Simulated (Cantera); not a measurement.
Hydrocarbon pyrolysis for carbon deposition

An isothermal, constant-pressure homogeneous reactor starts with 5.88 % C2H6, 94.1 % N2, at 1400 K and 101000 Pa.

Detailed kinetics in Cantera: GRI-Mech 3.0 (53 species, 325 reactions). GRI-Mech 3.0 stops at C3 and has no aromatics, soot or wall deposition, so with more carbon than oxygen in the feed, carbon stays in small species such as C2H2 where larger ones or solid carbon would form.

```tsv
t (s)	x C2H6	x H2	x HCN	x C2H2	x CH3	x CH4
5.00e-6	0.0588	1.94e-6	<1e-12	1.05e-11	6.17e-5	3.45e-6
1.26e-5	0.0587	2.90e-5	1.22e-12	1.50e-9	0.000139	2.04e-5
3.16e-5	0.0581	0.000355	2.24e-10	2.31e-7	0.000264	0.000108
7.93e-5	0.0556	0.00228	2.84e-9	1.16e-5	0.000383	0.000481
0.000199	0.0485	0.00788	6.43e-9	0.000155	0.000381	0.00161
0.000501	0.0336	0.0202	9.60e-9	0.00113	0.000317	0.00436
0.00126	0.0121	0.0402	1.23e-8	0.00567	0.000185	0.00928
0.00316	0.00145	0.0569	1.33e-8	0.0155	5.78e-5	0.0122
0.00795	0.000147	0.0655	1.33e-8	0.0236	1.81e-5	0.0126
0.0200	2.77e-5	0.0712	1.33e-8	0.0297	8.09e-6	0.0127
0.0502	1.39e-5	0.0771	1.32e-8	0.0359	6.05e-6	0.0127
0.126	7.58e-6	0.0825	1.31e-8	0.0416	4.96e-6	0.0127
0.317	5.01e-6	0.0846	1.31e-8	0.0438	4.43e-6	0.0127
0.796	4.83e-6	0.0847	1.31e-8	0.0440	4.40e-6	0.0127
2.00	4.85e-6	0.0846	1.32e-8	0.0439	4.42e-6	0.0128
```
x: mole fraction; the columns are a selection and need not sum to one.

Equilibrium at this temperature and pressure: C2H6 2.51e-6, H2 0.0899, HCN 0.0560, C2H2 0.0188, CH3 3.27e-6, CH4 0.0101 (gas phase only).
